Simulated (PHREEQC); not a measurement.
PHREEQC input (ion-association model, wateq4f.dat):

```
SOLUTION_MASTER_SPECIES
  An  An-  0  An  62.0  # stands for a non-complexing anion
SOLUTION_SPECIES
  An- = An-
    -log_k 0
    -gamma 3.0 0
PHASES
  Fix_H+
    H+ = H+
    -log_k 0
SOLUTION 1
  temp 25
  units mmol/kgw
  pH 7 charge
  S(6) 0.615
  Ag 1.04
  Na 5.19
  An 5
END
SELECTED_OUTPUT 1
  -reset false
  -pH true
  -pe true
  -ionic_strength true
  -water true
  -totals Ag Na S S(-2) S(6)
  -molalities Hfo_wOH Hfo_wOH2+ Hfo_wO- Hfo_sOH Hfo_sOH2+ Hfo_sO- Hfo_sOAg Hfo_wOAg Hfo_wSO4- Hfo_wOHSO4-2
  -saturation_indices Ag2O Ag2SO4 Mirabilite
USER_PUNCH 1
  -headings sigma psi
  10 PUNCH EDL("sigma", "Hfo"), EDL("psi", "Hfo")
PRINT
  -reset false
USE solution 1
SURFACE 1
  Hfo_wOH 0.000247191 600 0.11
  Hfo_sOH 6.17978e-06
EQUILIBRIUM_PHASES 1
  Fix_H+ -4 HAn 10
    -force_equality true
  O2(g) -0.68 10
END
# ... the last block is repeated for the other 12 points of pH, with NaOH or the acid as the point needs
```

Selected output (columns that matter, 13 of 13 rows; pH added in front):

```
pH	mu	Ag	Na	S	m_Hfo_wOH	m_Hfo_wOH2+	m_Hfo_wO-	m_Hfo_sOH	m_Hfo_sOH2+	m_Hfo_sO-	si_Ag2O	si_Mirabilite	sigma	psi
4	0.0068111	0.00104	0.00519	0.00049951	1.9061e-06	0.0001298	6.4125e-10	8.9204e-08	6.0744e-06	3.001e-11	-10.627	-7.0001	0.025001	0.086183
4.5	0.0067433	0.0010399	0.00519	0.00050408	5.7193e-06	0.00013055	5.74e-09	2.533e-07	5.7817e-06	2.5422e-10	-9.6273	-6.9931	0.024109	0.084686
5	0.0067291	0.001039	0.00519	0.00051461	1.593e-05	0.00013082	4.4439e-08	5.6089e-07	4.6061e-06	1.5647e-09	-8.6281	-6.9832	0.02246	0.081372
5.5	0.0067352	0.0010364	0.00519	0.00053248	3.8628e-05	0.00012571	2.7192e-07	6.2126e-07	2.0218e-06	4.3733e-09	-7.6305	-6.9683	0.019849	0.075574
6	0.0067506	0.0010342	0.00519	0.00055472	7.7284e-05	0.000108	1.267e-06	3.037e-07	4.244e-07	4.9787e-09	-6.6327	-6.9507	0.016713	0.067714
6.5	0.0067682	0.0010322	0.00519	0.00057758	0.00012414	7.9333e-05	4.4503e-06	1.0608e-07	6.7793e-08	3.8029e-09	-5.6348	-6.9335	0.013437	0.058237
7	0.0067797	0.0010264	0.00519	0.00059745	0.00015974	5.0967e-05	1.1469e-05	3.4476e-08	1.1e-08	2.4753e-09	-4.6399	-6.919	0.0099861	0.046503
7.5	0.006791	0.0010096	0.0052073	0.00061029	0.0001663	3.25e-05	1.9493e-05	1.1146e-08	2.1783e-09	1.3065e-09	-3.6544	-6.907	0.0058648	0.029519
8	0.0068058	0.00097131	0.0052579	0.00061439	0.00014127	2.2333e-05	2.0472e-05	3.6704e-09	5.8024e-10	5.3189e-10	-2.6882	-6.8957	0.0010171	0.0053895
8.5	0.0068122	0.00090994	0.0053264	0.00061495	9.4522e-05	1.3047e-05	1.5687e-05	1.2399e-09	1.7115e-10	2.0578e-10	-1.7451	-6.8839	-0.0040082	-0.020704
9	0.0068222	0.00084982	0.0053979	0.00061499	4.7568e-05	4.7825e-06	1.0839e-05	4.2018e-10	4.2246e-11	9.5741e-11	-0.8051	-6.8722	-0.0088683	-0.042139
9.5	0.0068472	0.00081514	0.0054598	0.000615	1.8677e-05	8.9329e-07	8.9461e-06	1.3883e-10	6.6398e-12	6.6496e-11	0.1569	-6.8625	-0.011776	-0.05263
10	0.0069223	0.0008019	0.0055535	0.000615	6.4099e-06	1.0748e-07	8.7577e-06	4.4925e-11	7.5327e-13	6.138e-11	1.1369	-6.8489	-0.012648	-0.055279
```

Along this series the solution becomes supersaturated in solids that the run did not let form, among them Ag2O. Complexes and solids missing from the database can't appear.
